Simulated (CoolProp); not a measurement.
A simple Rankine cycle with benzene: condensing at 324.15 K, boiler at 1.17 MPa, turbine inlet 475.8 K, turbine efficiency 0.7, pump efficiency 0.7, no recuperator. Each further row changes one setting.

Model: reference Helmholtz-energy equation of state, Thol 2012, in CoolProp.

| case | thermal efficiency (%) | net work (kJ/kg) | heat in (kJ/kg) | turbine exit temperature (K) | volume ratio over the turbine |
|---|---|---|---|---|---|
| as stated | 16.3 | 98.7 | 606 | 394.9 | 30.6 |
| turbine inlet 495.8 K | 16.3 | 105 | 644 | 416.6 | 30.1 |
| condensing temperature 316.15 K | 17.2 | 107 | 620 | 388.9 | 41.3 |
| boiler pressure 0.819 MPa | 15.0 | 92.3 | 616 | 406.3 | 20.7 |
| turbine efficiency 0.6 | 13.9 | 84.4 | 606 | 404.8 | 31.4 |
